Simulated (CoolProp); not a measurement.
Saturation properties of n-heptane.

Values from CoolProp's reference Helmholtz-energy equation of state, Span 2003. It is a short technical equation, of lower accuracy than the large ones.

```
T (°C)  p (kPa)  liquid density (kg/m³)  vapour density (kg/m³)  liquid conductivity (mW/(m K))
------  -------  ----------------------  ----------------------  ------------------------------
157.05        …                   553.0                   14.23                            86.5
164.55    506.8                   544.1                   16.65                            84.7
172.15    589.2                   534.7                   19.45                            82.9
179.65    680.2                   525.0                   22.61                            81.2
187.15    781.3                   514.9                   26.23                            79.5
194.65    893.3                   504.2                   30.39                               …
202.25     1019                   492.6                   35.27                               …
209.75        …                   480.4                   40.87                            74.3
217.25     1306                   467.2                       …                            72.6
224.85        …                   452.4                   55.38                            70.8
```

Complete the blanks.


- 157.05, p (kPa): 434.2
- 194.65, liquid conductivity (mW/(m K)): 77.7
- 202.25, liquid conductivity (mW/(m K)): 76.0
- 209.75, p (kPa): 1155
- 217.25, vapour density (kg/m³): 47.44
- 224.85, p (kPa): 1473

It boils at 98.4 °C under 1 atm.

Thermal conductivity comes from a separate model (Assael 2013).
